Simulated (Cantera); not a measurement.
Silicon oxide and oxynitride deposition: Si2H6 + N2O + N2

Charge: 1 mol Si2H6, 0.56 mol N2O, 9 mol N2, equilibrated at 0.630 Torr.

Method: chemical equilibrium by Gibbs-energy minimisation in Cantera with the NASA 1993 tables (ideal gas, pure condensed phases). Candidate condensed phases: H2O, Si, SiO2, Si2N2O, Si3N4; 35 gas species. The feed counts by its element totals alone. Mutual solubility and eutectic melting of coexisting phases are not modelled. The tables' values for SiN are old estimates; treat these amounts as uncertain. Gases not in the tables: Si2H6 and higher silanes. Kinetics and transport are ignored.

| T (K) | x N2 | x H2 | x SiO | x Si | x H | x SiH | x Si2N | n Si2N2O(s) | n Si3N4(s) | n Si(l) |
|---|---|---|---|---|---|---|---|---|---|---|
| 625 | 0.737 | 0.263 | <1e-12 | <1e-12 | <1e-12 | <1e-12 | <1e-12 | 0.560 | 0.293 | 0 |
| 725 | 0.737 | 0.263 | <1e-12 | <1e-12 | 1.65e-12 | <1e-12 | <1e-12 | 0.560 | 0.293 | 0 |
| 825 | 0.737 | 0.263 | <1e-12 | <1e-12 | 1.40e-10 | <1e-12 | <1e-12 | 0.560 | 0.293 | 0 |
| 925 | 0.737 | 0.263 | <1e-12 | <1e-12 | 4.61e-9 | <1e-12 | <1e-12 | 0.560 | 0.293 | 0 |
| 1025 | 0.737 | 0.263 | <1e-12 | <1e-12 | 7.71e-8 | <1e-12 | <1e-12 | 0.560 | 0.293 | 0 |
| 1125 | 0.737 | 0.263 | 7.82e-11 | <1e-12 | 7.86e-7 | <1e-12 | <1e-12 | 0.560 | 0.293 | 0 |
| 1225 | 0.737 | 0.263 | 1.27e-8 | 8.77e-12 | 5.51e-6 | 1.67e-12 | <1e-12 | 0.560 | 0.293 | 0 |
| 1325 | 0.737 | 0.263 | 9.49e-7 | 1.49e-9 | 2.89e-5 | 1.61e-10 | 1.74e-12 | 0.560 | 0.293 | 0 |
| 1425 | 0.737 | 0.263 | 3.81e-5 | 1.23e-7 | 0.000121 | 8.09e-9 | 4.79e-10 | 0.560 | 0.293 | 0 |
| 1525 | 0.736 | 0.262 | 0.000935 | 5.60e-6 | 0.000418 | 2.41e-7 | 6.20e-8 | 0.549 | 0.297 | 0 |
| 1625 | 0.727 | 0.257 | 0.0154 | 0.000160 | 0.00123 | 4.68e-6 | 4.40e-6 | 0.381 | 0.352 | 0 |
| 1725 | 0.727 | 0.226 | 0.0426 | 0.00121 | 0.00305 | 2.38e-5 | 2.92e-5 | 0 | 0 | 1.42 |
| 1825 | 0.722 | 0.223 | 0.0423 | 0.00541 | 0.00717 | 7.87e-5 | 8.59e-5 | 0 | 0 | 1.36 |
| 1925 | 0.707 | 0.214 | 0.0415 | 0.0207 | 0.0153 | 0.000226 | 0.000223 | 0 | 0 | 1.14 |
x: gas mole fraction; n: condensed amount in mol.

From 625 K to 1625 K the condensed part is Si2N2O(s) + Si3N4(s). From 1725 K to 1925 K the condensed part is Si(l).
